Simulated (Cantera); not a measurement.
Input: 1 mol FeS₂, 0.052 mol SO₂, 0.42 mol O₂, equilibrated at 100000 Pa.

These are equilibrium values from Cantera (NASA tables, ideal gas, pure condensed phases), not measurements of a reactor. Candidate condensed phases: Fe, FeO, FeS, FeSO₄, FeS₂, Fe₂O₃, Fe₂(SO₄)₃, Fe₃O₄, S; 12 gas species. FeS: taken at fixed stoichiometry. Equilibrium is a limit: real reactors are often held back by kinetics, nucleation or transport.

**Question.** At 1475 K, list the 4 most abundant gas species with their mole fractions, and the condensed phases.

**Answer.** SO₂ 0.610, S₂ 0.367, S₂O 0.0185, SO 0.00443. Condensed: FeS(l).
